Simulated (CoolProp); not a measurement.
The fluid at 298.15 K and 16 MPa flows at 1 m/s in a round tube of 6 mm bore and 1.5 µm roughness, fully developed (64/Re and Nu = 3.66 if laminar; Colebrook and Gnielinski if turbulent). The same conditions are run with several fluids, on thermodynamics alone (safety and materials aside).

Model: reference Helmholtz-energy equation of state of each fluid (R507A: Lemmon 2003; C3F8 (R218): Lemmon 2006; n-decane: Lemmon 2006; R227EA: Lemmon 2016; sulfur hexafluoride: Guder 2009), in CoolProp. Blends and air are pseudo-pure fits.

Problem. Rank R507A, C3F8 (R218), n-decane, R227EA, sulfur hexafluoride by Reynolds number, highest first.

Solution. sulfur hexafluoride (48200), R507A (38000), C3F8 (R218) (33400), R227EA (27300), n-decane (4360)

| fluid | Darcy friction factor | pressure drop (Pa/m) | heat-transfer coefficient (W/(m² K)) | mass flow (kg/h) |
|---|---|---|---|---|
| R507A | 0.0230 | 2210 | 2410 | 118 |
| C3F8 (R218) | 0.0236 | 2890 | 1910 | 150 |
| n-decane | 0.0392 | 2410 | 1040 | 75.2 |
| R227EA | 0.0246 | 3030 | 2000 | 150 |
| sulfur hexafluoride | 0.0219 | 2890 | 2480 | 161 |

Transport values come from each fluid's own correlations; those of C3F8 (R218), R227EA are estimates that may be off by 10 % or more.
